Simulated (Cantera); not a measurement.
An isothermal, constant-pressure homogeneous reactor starts with H₂ : O₂ : N₂ = 0.83 : 1 : 0.55 (molar parts), at 1225 K and 0.340 bar.

Detailed kinetics in Cantera: GRI-Mech 3.0 (53 species, 325 reactions). The temperature is held fixed by assumption; the heat of reaction is taken as removed at once.

One state of this run: x H₂ = 1.12e-6; x O₂ = 0.298; x NO₂ = 4.99e-8; x OH = 7.58e-5; x NO = 2.97e-6. x: mole fraction; the columns are a selection and need not sum to one.

Question: Which value of t (s) does it belong to?
(A) 5.94e-5
(B) 0.00894
(C) 2.18e-5
(D) 0.494

Answer: B, 0.00894
